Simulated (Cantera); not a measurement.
Gas mixture: C₂H₄ = 0.76 (molar parts), at 0.510 Torr, frozen composition.

Cantera's kinetic-theory transport with the Lennard-Jones parameters of GRI-Mech 3.0, ideal gas; thermal conductivity in the mixture-averaged form. The composition is frozen, though it would react at the higher temperatures.

D: mixture-averaged diffusion coefficient of that species in the mixture.

```
T (K)  ρ (kg/m³)  cp (J/kg/K)  μ (µPa s)  λ (mW/m/K)     Pr  D (cm²/s) N₂  D (cm²/s) H₂  D (cm²/s) C₂H₂
-----  ---------  -----------  ---------  ----------  -----  ------------  ------------  --------------
400     0.000574         1877       13.3        33.6  0.745           406           ___             321
550     0.000417         2380       17.7        56.4  0.749           716           ___             579
700     0.000328         2785       21.7        80.4  0.750          1090           ___             893
850     0.000270         3081       25.2         104  0.744          1520           ___            1260
1000    0.000229         3354       28.5         128  0.748          2000           ___            1670
1150    0.000200         3563       31.5         150  0.747          2530           ___            2120
1300    0.000176         3737       34.4         172  0.747          3110           ___            2610
1450    0.000158         3881       37.1         193  0.747          3730           ___            3140
```

**Question.** What belongs in the gaps?

**Answer.** 
- 400, D (cm²/s) H₂: 1530
- 550, D (cm²/s) H₂: 2640
- 700, D (cm²/s) H₂: 3970
- 850, D (cm²/s) H₂: 5490
- 1000, D (cm²/s) H₂: 7210
- 1150, D (cm²/s) H₂: 9100
- 1300, D (cm²/s) H₂: 11200
- 1450, D (cm²/s) H₂: 13400
